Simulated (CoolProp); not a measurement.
n-butane at several states: fugacity coefficient from the reference equation and from simpler models built on Tc = 425.1 K, pc = 37.96 bar, ω = 0.201; each cubic takes its own stable root.

Computed with CoolProp (reference Helmholtz-energy equation of state, Bücker 2006).

```csv
T (K),p (bar),phase,reference
269.4,17,liquid,0.05429
320.9,7.93,liquid,0.5340
510.8,0.17,gas,0.9992
```

**Question.** How far does each simpler model (van der Waals, Redlich-Kwong, Soave-Redlich-Kwong, Peng-Robinson) lie from the reference over these 3 states: mean and median of the absolute difference, and the worst?

**Answer.** 
- van der Waals: mean 147.1 %, median 64.8 %, worst +376.5 % at 269.4 K and 17 bar
- Redlich-Kwong: mean 26.1 %, median 27.6 %, worst +50.6 % at 269.4 K and 17 bar
- Soave-Redlich-Kwong: mean 0.6 %, median 0.1 %, worst +1.6 % at 320.9 K and 7.93 bar
- Peng-Robinson: mean 0.0 %, median 0.0 %, worst +0.0 % at 269.4 K and 17 bar

At some of these states van der Waals gives the other phase, because its saturation line lies elsewhere.
